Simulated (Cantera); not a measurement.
A Cantera script and what it prints.

```python
import numpy as np
import cantera as ct

gas_names = """
    O3 BF3 B2O2 B3O3F3
""".split()
cond_names = """

""".split()


# ... load() reads the species with a 1 bar reference pressure and builds the phases ...
species = {s.name: s for s in load("nasa_gas.yaml", gas_names) + load("nasa_condensed.yaml", cond_names)}
# Each term lists the table entries of one substance; the one whose range holds T is used.
reactions = {
    'O3(g) + 3 BF3(g) + 3 B2O2(g) = 3 B3O3F3(g)':
        [(-1, ['O3']), (-3, ['BF3']), (-3, ['B2O2']), (3, ['B3O3F3'])],
}


def pick(names, T):
    return next(species[n] for n in names if species[n].thermo.min_temp <= T <= species[n].thermo.max_temp)


results = []
for label, terms in reactions.items():
    print(label)
    print("     T/K   dH/kJ  dS/(J/K)   dG/kJ   log10 K")
    for T in [823, 898, 973, 1048, 1123, 1198, 1273, 1348]:
        used = [(nu, pick(names, T)) for nu, names in terms]
        dH = sum(nu * s.thermo.h(T) for nu, s in used) / 1e6
        dS = sum(nu * s.thermo.s(T) for nu, s in used) / 1e3
        dG = dH - T * dS / 1e3
        logK = -dG * 1e6 / (ct.gas_constant * T * np.log(10))
        results.append((label, T, dH, dS, dG, logK, [s.name for _, s in used]))
        print(f"{T:8g} {dH:8.1f} {dS:8.1f} {dG:8.1f} {logK:8.2f}")
```

Result:

```
O3(g) + 3 BF3(g) + 3 B2O2(g) = 3 B3O3F3(g)
     T/K   dH/kJ  dS/(J/K)   dG/kJ   log10 K
     823  -2451.2   -686.6  -1886.1   119.71
     898  -2447.9   -682.8  -1834.8   106.72
     973  -2444.5   -679.1  -1783.7    95.76
    1048  -2441.0   -675.6  -1732.9    86.37
    1123  -2437.3   -672.3  -1682.4    78.25
    1198  -2433.6   -669.1  -1632.1    71.16
    1273  -2429.9   -666.0  -1582.0    64.91
    1348  -2426.1   -663.1  -1532.2    59.37
```

Source: NASA polynomial tables (part measured, part estimated), evaluated in Cantera. Condensed species are held in their standard states even where they would react or evaporate.
